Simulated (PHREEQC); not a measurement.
Synthetic water in mg/L, 25 °C, pH 5.61, pe 11.1: Na 0.0654; K 0.068; Ca 0.237; Mg 0.0715; Cl 0.054; S(6) as SO4 0.0877; Alkalinity as HCO3 1.02; Ba 0.0044.

Valence states are taken as typed.

Computed with PHREEQC (ion-association model, phreeqc.dat).

This is a speciation only: nothing precipitates in the calculation.

Task: Predict the charge-balance error.

Result: charge-balance error 4.8 %.

Task: In which forms is C present?

Result: CO2 85 %, HCO3- 15 % of the C.

Species that the database lacks are ignored.
